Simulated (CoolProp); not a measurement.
Vapour-liquid equilibrium of R134a (1) + R123 (2) at 22.05 °C; x and y are mole fractions of (1).

Computed with CoolProp (multi-fluid Helmholtz-energy mixture model, Tillner-Roth 1994 and Younglove 1994; pair parameters Bell 2016).

```csv
x,"bubble pressure, mixture model (MPa)","bubble pressure, Raoult's law (MPa)","y, mixture model","y, Raoult's law"
0.05,0.1155,0.1081,(withheld),0.282
0.125,0.1647,0.1477,0.548,0.515
0.2,0.2118,0.1872,(withheld),0.650
0.275,0.2564,0.2267,0.746,0.738
0.35,0.2984,0.2662,0.798,0.800
0.425,0.3377,0.3058,(withheld),0.846
0.5,(withheld),0.3453,(withheld),0.882
0.575,0.4102,0.3848,0.890,0.910
0.65,(withheld),0.4244,0.911,0.933
0.725,(withheld),0.4639,0.931,0.952
0.8,0.5117,0.5034,0.949,0.968
0.875,0.5465,0.5429,0.968,0.981
0.95,0.5831,0.5825,0.987,0.993
```

Task: Some entries are withheld; supply them.

Result: 
- 0.05, y, mixture model: 0.316
- 0.2, y, mixture model: 0.670
- 0.425, y, mixture model: 0.836
- 0.5, bubble pressure, mixture model (MPa): 0.3749
- 0.5, y, mixture model: 0.866
- 0.65, bubble pressure, mixture model (MPa): 0.4443
- 0.725, bubble pressure, mixture model (MPa): 0.4779

The largest gap from Raoult's law is +13.1 % in bubble pressure, at x = 0.2. No azeotrope shows between x = 0.05 and 0.95.

The pair parameters rest on a limited set of measurements; away from them the model extrapolates.
